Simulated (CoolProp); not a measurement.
Vapour-liquid equilibrium of nitrogen (1) + oxygen (2) at 81.7 K; x and y are mole fractions of (1).

Values from CoolProp's multi-fluid Helmholtz-energy mixture model, Span 2000 and Schmidt 1985; pair parameters Gernert 2013.

```json
[
 {"x": "0.05", "bubble pressure, mixture model (kPa)": "45.65", "bubble pressure, Raoult's law (kPa)": "44.06", "y, mixture model": "0.211", "y, Raoult's law": "0.186"},
 {"x": "0.125", "bubble pressure, mixture model (kPa)": "56.68", "bubble pressure, Raoult's law (kPa)": "53.55", "y, mixture model": "0.410", "y, Raoult's law": "0.383"},
 {"x": "0.2", "bubble pressure, mixture model (kPa)": "66.94", "bubble pressure, Raoult's law (kPa)": "63.04", "y, mixture model": "0.537", "y, Raoult's law": "0.521"},
 {"x": "0.275", "bubble pressure, mixture model (kPa)": "76.62", "bubble pressure, Raoult's law (kPa)": "72.53", "y, mixture model": "0.629", "y, Raoult's law": "0.623"},
 {"x": "0.35", "bubble pressure, mixture model (kPa)": "85.91", "bubble pressure, Raoult's law (kPa)": "82.01", "y, mixture model": "0.698", "y, Raoult's law": "0.701"},
 {"x": "0.425", "bubble pressure, mixture model (kPa)": "94.95", "bubble pressure, Raoult's law (kPa)": "91.50", "y, mixture model": "0.754", "y, Raoult's law": "0.763"},
 {"x": "0.5", "bubble pressure, mixture model (kPa)": "103.8", "bubble pressure, Raoult's law (kPa)": "101.0", "y, mixture model": "0.801", "y, Raoult's law": "0.813"},
 {"x": "0.575", "bubble pressure, mixture model (kPa)": "112.7", "bubble pressure, Raoult's law (kPa)": "110.5", "y, mixture model": "0.841", "y, Raoult's law": "0.855"},
 {"x": "0.65", "bubble pressure, mixture model (kPa)": "121.5", "bubble pressure, Raoult's law (kPa)": "120.0", "y, mixture model": "0.876", "y, Raoult's law": "0.890"},
 {"x": "0.725", "bubble pressure, mixture model (kPa)": "130.5", "bubble pressure, Raoult's law (kPa)": "129.5", "y, mixture model": "0.908", "y, Raoult's law": "0.920"},
 {"x": "0.8", "bubble pressure, mixture model (kPa)": "139.5", "bubble pressure, Raoult's law (kPa)": "138.9", "y, mixture model": "0.936", "y, Raoult's law": "0.946"},
 {"x": "0.875", "bubble pressure, mixture model (kPa)": "148.7", "bubble pressure, Raoult's law (kPa)": "148.4", "y, mixture model": "0.962", "y, Raoult's law": "0.968"},
 {"x": "0.95", "bubble pressure, mixture model (kPa)": "158.0", "bubble pressure, Raoult's law (kPa)": "157.9", "y, mixture model": "0.985", "y, Raoult's law": "0.988"}
]
```

The largest gap from Raoult's law is +6.2 % in bubble pressure, at x = 0.2. No azeotrope shows between x = 0.05 and 0.95.

Pair parameters are fitted to limited data, so mixtures are less certain than the pure fluids.
